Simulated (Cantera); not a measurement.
# Equilibrium for abatement and gas-phase synthesis: CS₂ + H₂ + O₂

Feed: 1 mol CS₂, 4.6 mol H₂, 0.67 mol O₂, held at 2325 K and 518 Torr.

These are equilibrium values from Cantera (NASA tables, ideal gas, pure condensed phases), not measurements of a reactor. Candidate condensed phases: C, C₆H₆, C₇H₈, C₈H₁₈, H₂O, H₂SO₄, S; 123 gas species. Kinetics and transport are ignored.

The x(H₂) comes out as 0.592, the x(CO) is 0.151 and the x(S₂) comes out as 0.108. The x(H₂O) is 0.0464, the x(H₂S) is 0.0447 and the x(SH) is 0.0336. The x(H) comes out as 0.0102. The x(S) comes out as 0.00787, the x(SO) is 0.00287 and the gas amount is 6.522 mol. The log10 activity of S(l) (absent) is -2.28 and the log10 activity of C(graphite) (absent) comes out as -4.29.
